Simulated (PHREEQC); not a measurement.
Dissolve 0.26 mol/kgw Pb(NO3)2, 0.18 mol/kgw KNO3 and 0.0007 mol/kgw Na2SO4 at 25 °C. Closed to the air; pH follows from the charge balance.

All values are PHREEQC results (ion-association model, phreeqc.dat), not measurements.

No solid was allowed to form.

**Question.** Order these S species by the share of S that they hold, largest first: PbSO4, KSO4-, SO4-2.

**Answer.** PbSO4 (67 %), SO4-2 (27 %), KSO4- (5.9 %)

The pH is 4.20 and the ionic strength 0.620 mol/kgw. Examples of supersaturated solids here: Anglesite. Others may be too.
